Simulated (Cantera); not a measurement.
What does this Cantera script print?

```python
import numpy as np
import cantera as ct

gas = ct.Solution("h2o2.yaml")
gas.TPX = 1173, 300000, {'H2': 1, 'O2': 0.877, 'N2': 4.12}
reactor = ct.IdealGasReactor(gas, energy="on", clone=False)
net = ct.ReactorNet([reactor])
net.rtol, net.atol = 1e-08, 1e-16
show = ['H2', 'O2', 'H2O', 'H2O2', 'HO2']
times = np.geomspace(1e-06, 7, 12)

steps = ct.SolutionArray(gas, extra=["t"])
rows = []
print(f"{'t/s':>10s}{'T/K':>9s}{'P/Pa':>11s}" + "".join(f"{s:>11s}" for s in show))
for t in times:
    while net.time < t:
        t_next = net.step()
        steps.append(gas.state, t=t_next)
    rows.append([np.interp(t, steps.t, y) for y in (steps.T, steps.P, *steps(*show).X.T)])
    print(f"{t:10.3e}{rows[-1][0]:9.1f}{rows[-1][1]:11.4g}" + "".join(f"{x:11.3e}" for x in rows[-1][2:]))
rate = np.gradient(steps.T, steps.t)
print("integrator steps:", len(steps.t))
if steps.T.max() > steps.T[0] + 200:
    print(f"time of steepest temperature rise: {steps.t[rate.argmax()]:.4e} s")
gas.TPX = 1173, 300000, {'H2': 1, 'O2': 0.877, 'N2': 4.12}
gas.equilibrate("UV")
print(f"equilibrium (UV): T = {gas.T:.1f} K  " + "  ".join(f"{s} {gas[s].X[0]:.3e}" for s in show))
```

Result:

```
       t/s      T/K       P/Pa         H2         O2        H2O       H2O2        HO2
 1.000e-06   1173.0      3e+05  1.668e-01  1.462e-01  1.184e-09  4.212e-12  3.813e-09
 4.191e-06   1173.0      3e+05  1.667e-01  1.462e-01  4.963e-08  1.307e-10  3.801e-08
 1.756e-05   1173.4  3.001e+05  1.666e-01  1.462e-01  8.053e-05  2.588e-07  3.380e-05
 7.359e-05   2554.3  6.019e+05  2.134e-03  6.575e-02  1.731e-01  8.605e-07  1.416e-05
 3.084e-04   2554.4  6.019e+05  2.132e-03  6.575e-02  1.732e-01  8.608e-07  1.416e-05
 1.292e-03   2554.4  6.019e+05  2.132e-03  6.575e-02  1.732e-01  8.608e-07  1.416e-05
 5.416e-03   2554.4  6.019e+05  2.132e-03  6.575e-02  1.732e-01  8.608e-07  1.416e-05
 2.270e-02   2554.4  6.019e+05  2.132e-03  6.575e-02  1.732e-01  8.608e-07  1.416e-05
 9.512e-02   2554.4  6.019e+05  2.132e-03  6.575e-02  1.732e-01  8.608e-07  1.416e-05
 3.986e-01   2554.4  6.019e+05  2.132e-03  6.575e-02  1.732e-01  8.608e-07  1.416e-05
 1.670e+00   2554.4  6.019e+05  2.132e-03  6.575e-02  1.732e-01  8.608e-07  1.416e-05
 7.000e+00   2554.4  6.019e+05  2.132e-03  6.575e-02  1.732e-01  8.608e-07  1.416e-05
integrator steps: 1121
time of steepest temperature rise: 2.7693e-05 s
equilibrium (UV): T = 2554.4 K  H2 2.132e-03  O2 6.575e-02  H2O 1.732e-01  H2O2 8.608e-07  HO2 1.416e-05
```

Detailed kinetics in Cantera: the H2/O2 subset of GRI-Mech 3.0, which has no nitrogen chemistry. The hydrogen kinetics of GRI-Mech 3.0 are dated; newer H2 mechanisms differ, most at raised pressure.
